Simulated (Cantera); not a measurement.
Input: 1 mol NH3, 1.9 mol O2, 3.1 mol H2, equilibrated at 2850 K and 2.60 bar.

Method: chemical equilibrium by Gibbs-energy minimisation in Cantera with the NASA 1993 tables (ideal gas, pure condensed phases). Candidate condensed phases: H2O; 24 gas species. Rates play no part.

Base state: H2O 0.676, H2 0.167, N2 0.0936, OH 0.0293, H 0.0247, O2 0.00437, O 0.00270, NO 0.00196 (mole fractions); condensed: gas only.

Question: What changes in the equilibrium state with this change: temperature from 2850 K to 550 K?

Answer: 
```tsv
species	before	after
H2O	0.676	0.749
H2	0.167	0.150
N2	0.0936	0.0960
OH	0.0293	<1e-9
H	0.0247	<1e-9
O2	0.00437	<1e-9
O	0.00270	<1e-9
NO	0.00196	<1e-9
NH3	4.13e-7	0.00495
```
